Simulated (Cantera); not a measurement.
A closed system holds: 1 mol V, 7.3 mol NH₃, 33 mol H₂, at 2377 °C and 345 Torr.

These are equilibrium values from Cantera (NASA tables, ideal gas, pure condensed phases), not measurements of a reactor. Candidate condensed phases: V, VN; 11 gas species. Condensed phases not in the tables: V₂N, N, O or C dissolved in the metal. Rates play no part.

Base state: H₂ 0.856, N₂ 0.0738, H 0.0639, V 0.00619 (mole fractions); condensed: V(l).

Task: What changes in the equilibrium state with this change: temperature from 2377 °C to 1450 °C?

Result: 
```csv
species,before,after
H₂,0.856,0.933
N₂,0.0738,0.0669
H,0.0639,0.000260
V,0.00619,1.28e-9
"V(l), mol",0.694,0
"VN(s), mol",0,1.00
```
VN: taken at fixed stoichiometry. Condensed phases not in the tables: V₂N.
